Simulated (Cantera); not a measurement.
Feed: 1 mol SiCl4, 4.9 mol NH3, equilibrated at 1825 °C and 0.398 Torr.

These are equilibrium values from Cantera (NASA tables, ideal gas, pure condensed phases), not measurements of a reactor. Candidate condensed phases: NH4Cl, Si, Si3N4; 28 gas species. The tables' values for SiCl, SiN, SiCl3 are old estimates; treat these amounts as uncertain. Gases not in the tables: Si2H6 and higher silanes. Rates play no part.

Base state: H2 0.416, HCl 0.204, N2 0.187, H 0.0863, Si 0.0378, SiCl2 0.0327, Cl 0.0311, SiCl 0.00520 (mole fractions); condensed: gas only.

### Question
What changes in the equilibrium state with this change: temperature from 1825 °C to 975 °C?

### Answer
```csv
species,before,after
H2,0.416,0.491
HCl,0.204,0.332
N2,0.187,0.166
H,0.0863,1.43e-5
Si,0.0378,<1e-9
Cl,0.0311,8.24e-6
SiCl2,0.0327,0.00692
SiH,0.000306,<1e-9
SiCl,0.00520,1.89e-8
SiN,7.84e-5,<1e-9
Si2,7.51e-5,<1e-9
"Si3N4(s), mol",0,0.295
```
The tables' values for SiCl3 are old estimates; treat these amounts as uncertain.

### Question
What changes in the equilibrium state with this change: pressure from 0.398 Torr to 2.70 Torr?

### Answer
| species | before | after |
|---|---|---|
| H2 | 0.416 | 0.486 |
| N2 | 0.187 | 0.199 |
| HCl | 0.204 | 0.187 |
| H | 0.0863 | 0.0358 |
| SiCl2 | 0.0327 | 0.0616 |
| Cl | 0.0311 | 0.0101 |
| Si | 0.0378 | 0.0145 |
| SiCl3 | 3.93e-5 | 0.000164 |
| SiH2 | 1.15e-5 | 3.50e-5 |
| Si2N | 1.44e-5 | 3.87e-5 |
The tables' values for SiCl, SiCl3, SiN are old estimates; treat these amounts as uncertain.
